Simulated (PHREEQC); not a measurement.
A PHREEQC input (ion-association model, phreeqc.dat):

```
SOLUTION 1
  temp 25
  units mg/L
  pH 12.5
  pe 12.6
  Na 26.9
  K 15
  Ca 33.2
  Mg 7.37
  Cl 43.3
  S(6) 6.26 as SO4
  Alkalinity 151 as HCO3
  Cd 1.7
  Zn 0.0315
END
USE solution 1
EQUILIBRIUM_PHASES 1
  Quartz 0 0.5
  CO2(g) -3.4 10
END
```

It stops with these messages:

```
WARNING: Maximum iterations exceeded, 100
WARNING: Maximum iterations exceeded, 100
WARNING: The program has failed to converge to a numerical solution.
ERROR:           Alkalinity has not converged. Total: 2.476672e-03	Calculated: 2.459421e-06	Residual: 2.474213e-03
ERROR: Is non-carbonate alkalinity greater than total alkalinity?
ERROR:                   Ca has not converged. Total: 8.290253e-04	Calculated: 2.586653e-04	Residual: 5.703599e-04
ERROR:                   Cd has not converged. Total: 1.513701e-05	Calculated: 1.337985e-08	Residual: 1.512363e-05
ERROR:                   Cl has not converged. Total: 1.222341e-03	Calculated: 5.127254e-04	Residual: 7.096154e-04
ERROR:                    K has not converged. Total: 3.839279e-04	Calculated: 3.956572e-04	Residual: -1.172931e-05
ERROR:                   Mg has not converged. Total: 3.033921e-04	Calculated: 2.544991e-05	Residual: 2.779421e-04
ERROR:                   Na has not converged. Total: 1.171047e-03	Calculated: 1.218966e-03	Residual: -4.791869e-05
ERROR:                 S(6) has not converged. Total: 6.521854e-05	Calculated: 3.735638e-05	Residual: 2.786216e-05
ERROR:                   Zn has not converged. Total: 4.822691e-07	Calculated: 2.200736e-10	Residual: 4.820491e-07
ERROR:               A(H2O) Activity of water has not converged. 	Residual: 1.600005e+01
ERROR: Model failed to converge for initial solution  1.
```

**Question.** Why does the run stop?

**Answer.** The fault: pH typed as 12.5 with the alkalinity kept. The line should read `pH 6.3` where the input has `pH 12.5`. With the mend the run ends at pH 8.54 and ionic strength 0.00489 mol/kgw.
